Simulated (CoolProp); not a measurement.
A single-stage vapour-compression cycle with trans-2-butene: evaporating at 314.15 K (dew point), condensing at 384.15 K (bubble point), superheat 10 K, subcooling 2 K, compressor efficiency 0.9, no pressure losses. Each further row changes one setting.

Model: reference Helmholtz-energy equation of state, Lemmon 2005, in CoolProp. It is a short technical equation, of lower accuracy than the large ones.

```tsv
case	cooling COP	pressure ratio	discharge temperature (K)	refrigerating effect (kJ/kg)	volumetric capacity (kJ/m³)
as stated	2.61	4.94	390.5	200	1730
evaporating temperature 319.15 K	?	4.30	390.5	207	?
condensing temperature 379.15 K	2.97	4.49	385.8	215	1860
subcooling 7 K	2.80	4.94	390.5	215	1860
superheat 20 K	2.71	4.94	399.3	219	?
compressor efficiency 0.8	?	4.94	394.3	200	1730
```

**Question.** What belongs in the gaps?

**Answer.** 
- evaporating temperature 319.15 K, cooling COP: 2.95
- evaporating temperature 319.15 K, volumetric capacity (kJ/m³): 2040
- superheat 20 K, volumetric capacity (kJ/m³): 1810
- compressor efficiency 0.8, cooling COP: 2.32
